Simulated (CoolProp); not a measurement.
Vapour-liquid equilibrium of CF4 (R14) (1) + ethane (2) at 199.2 K; x and y are mole fractions of (1).

Values from CoolProp's multi-fluid Helmholtz-energy mixture model, Platzer 1990 and Bücker 2006; pair parameters Bell 2016. This equation is an older, rougher fit; its heat capacities, sound speeds and derivatives of the liquid may be far off and weren't checked against measurements.

### Question
Give the bubble pressure and the first vapour's composition at x = 0.05, 0.125, 0.725. Is there an azeotrope?

### Answer
x = 0.05: 5.061 bar, y = 0.577; x = 0.125: 7.938 bar, y = 0.727; x = 0.725: 13.02 bar, y = 0.871. No azeotrope shows between x = 0.05 and 0.95.

Pair parameters are fitted to limited data, so mixtures are less certain than the pure fluids. With so large a gap from Raoult's law the liquid may split in two, which this calculation doesn't test in full.
